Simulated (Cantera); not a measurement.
Chlorosilane synthesis and conversion: Si + HCl + H2

A closed system holds: 1 mol Si, 3.5 mol HCl, 9 mol H2, held at 518 Torr.

Method: chemical equilibrium by Gibbs-energy minimisation in Cantera with the NASA 1993 tables (ideal gas, pure condensed phases). Candidate condensed phases: Si; 19 gas species. The tables' values for SiCl3 are old estimates; treat these amounts as uncertain. Equilibrium is a limit: real reactors are often held back by kinetics, nucleation or transport.

```csv
T (°C),x H2,x HCl,x SiCl2,x SiCl4,x SiHCl3,x SiCl3,x SiH2Cl2,n Si(s)
375,0.915,0.000101,6.32e-9,0.0492,0.0348,6.85e-7,0.00142,0.0170
475,0.914,0.000601,3.39e-7,0.0499,0.0334,9.47e-6,0.00163,0.0209
575,0.913,0.00232,6.99e-6,0.0503,0.0321,6.98e-5,0.00179,0.0284
675,0.910,0.00668,7.46e-5,0.0499,0.0306,0.000332,0.00190,0.0433
775,0.904,0.0155,0.000494,0.0481,0.0287,0.00114,0.00195,0.0690
875,0.893,0.0303,0.00226,0.0438,0.0259,0.00300,0.00191,0.105
975,0.875,0.0515,0.00759,0.0360,0.0216,0.00616,0.00176,0.139
1075,0.853,0.0762,0.0191,0.0248,0.0158,0.00972,0.00146,0.153
1175,0.830,0.0985,0.0360,0.0132,0.00954,0.0114,0.00106,0.135
1275,0.814,0.113,0.0521,0.00539,0.00474,0.0100,0.000680,0.102
1375,0.806,0.120,0.0630,0.00188,0.00211,0.00732,0.000405,0.0728
```
x: gas mole fraction; n: condensed amount in mol.

From 375 °C to 1375 °C the condensed part is Si(s). The main Si-bearing gas is SiCl4 at 375 °C and SiCl2 at 1375 °C. The share of Si in condensed phases is highest at 1075 °C (15.3 %) and lowest at 375 °C (1.7 %).
